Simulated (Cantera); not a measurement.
A closed system holds: 1 mol FeS2, 1 mol SO2, 7.2 mol O2, equilibrated at 1048 K.

Method: chemical equilibrium by Gibbs-energy minimisation in Cantera with the NASA 1993 tables (ideal gas, pure condensed phases). Candidate condensed phases: Fe, FeO, FeS, FeSO4, FeS2, Fe2O3, Fe2(SO4)3, Fe3O4, S; 12 gas species. Equilibrium is a limit: real reactors are often held back by kinetics, nucleation or transport.

### Question
At 0.0100 bar, list the 3 most abundant gas species with their mole fractions, and the condensed phases.

### Answer
O2 0.591, SO2 0.378, SO3 0.0307. Condensed: Fe2O3(s).
